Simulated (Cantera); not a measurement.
Charge: 1 mol Si3N4, 0.11 mol H2O, 15 mol N2, equilibrated at 3.30 Pa.

These are equilibrium values from Cantera (NASA tables, ideal gas, pure condensed phases), not measurements of a reactor. Candidate condensed phases: H2O, Si, SiO2, Si2N2O, Si3N4; 35 gas species. The tables' values for SiN are old estimates; treat these amounts as uncertain. The numbers say what is thermodynamically allowed, not how fast it happens.

x: gas mole fraction; n: condensed amount in mol.

| T (°C) | x N2 | x Si | x H | x SiO | x H2 | x Si2 | n Si(s) | n Si(l) |
|---|---|---|---|---|---|---|---|---|
| 1277 | 0.986 | 0.00101 | 0.000430 | 0.00638 | 0.00616 | ? | 2.87 | 0 |
| 1377 | 0.978 | 0.00812 | 0.00120 | 0.00633 | 0.00573 | ? | 2.74 | 0 |
| 1477 | 0.940 | 0.0455 | 0.00277 | 0.00609 | 0.00469 | ? | 0 | 2.05 |
| 1577 | 0.844 | 0.141 | 0.00506 | 0.00546 | 0.00291 | ? | 0 | 0 |
| 1677 | 0.842 | 0.142 | 0.00781 | 0.00545 | 0.00153 | ? | 0 | 0 |
| 1777 | 0.841 | 0.143 | 0.00968 | 0.00544 | 0.000600 | ? | 0 | 0 |
| 1877 | 0.841 | 0.143 | 0.0105 | 0.00544 | 0.000203 | ? | 0 | 0 |

Task: Complete the blanks.

Result: 
- 1277, x Si2: 1.82e-6
- 1377, x Si2: 2.74e-5
- 1477, x Si2: 0.000235
- 1577, x Si2: 0.000710
- 1677, x Si2: 0.000257
- 1777, x Si2: 0.000101
- 1877, x Si2: 4.34e-5
